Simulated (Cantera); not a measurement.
Standard-state values (1 bar) from the NASA 1993 polynomials, evaluated with Cantera. Values are per mole of reaction as written; species without (g) are pure solids or liquids, kept so even where they would boil at 1 bar.

C + 2 FeCl₂ → CCl₄(g) + 2 Fe, with ΔH° = 587.8 kJ and ΔS° = 122.9 J/K at 300 K.

### Question
How far is the shortcut ΔG° ≈ ΔH°(300 K) − T·ΔS°(300 K) from the full temperature-dependent value at 398, 473, 548, 623, 698, 773, 848 K?

### Answer
```json
[
 {"T (K)": "398", "shortcut (kJ)": "538.9", "full (kJ)": "539.3", "difference (kJ)": "-0.4", "difference in log10 K": "0.05"},
 {"T (K)": "473", "shortcut (kJ)": "529.7", "full (kJ)": "530.8", "difference (kJ)": "-1.1", "difference in log10 K": "0.12"},
 {"T (K)": "548", "shortcut (kJ)": "520.5", "full (kJ)": "522.5", "difference (kJ)": "-2.1", "difference in log10 K": "0.20"},
 {"T (K)": "623", "shortcut (kJ)": "511.3", "full (kJ)": "514.5", "difference (kJ)": "-3.3", "difference in log10 K": "0.27"},
 {"T (K)": "698", "shortcut (kJ)": "502.0", "full (kJ)": "506.6", "difference (kJ)": "-4.6", "difference in log10 K": "0.34"},
 {"T (K)": "773", "shortcut (kJ)": "492.8", "full (kJ)": "498.9", "difference (kJ)": "-6.1", "difference in log10 K": "0.41"},
 {"T (K)": "848", "shortcut (kJ)": "483.6", "full (kJ)": "491.3", "difference (kJ)": "-7.7", "difference in log10 K": "0.47"}
]
```
The shortcut ignores the heat-capacity change of the reaction.
